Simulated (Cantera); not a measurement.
Charge: 1 mol Si, 2.8 mol F₂, at 1198 K and 24000 Pa.

Equilibrium computed with Cantera from the NASA thermochemical tables; the gas is ideal and each condensed phase is pure. Candidate condensed phases: Si; 9 gas species. The numbers say what is thermodynamically allowed, not how fast it happens.

Base state: SiF₄ 0.443, F 0.404, F₂ 0.152 (mole fractions); condensed: gas only.

Problem. What changes in the equilibrium state with this change: temperature from 1198 K to 1398.15 K?

Solution. 
```
species  before   after
-------  ------  ------
F         0.404   0.576
SiF₄      0.443   0.396
F₂        0.152  0.0284
```

Problem. What changes in the equilibrium state with this change: pressure from 24000 Pa to 4.90 Pa?

Solution. 
| species | before | after |
|---|---|---|
| F | 0.404 | 0.615 |
| SiF₄ | 0.443 | 0.385 |
| F₂ | 0.152 | 7.21e-5 |

Problem. What changes in the equilibrium state with this change: pressure from 24000 Pa to 1330 Pa?

Solution. 
| species | before | after |
|---|---|---|
| F | 0.404 | 0.590 |
| SiF₄ | 0.443 | 0.392 |
| F₂ | 0.152 | 0.0181 |
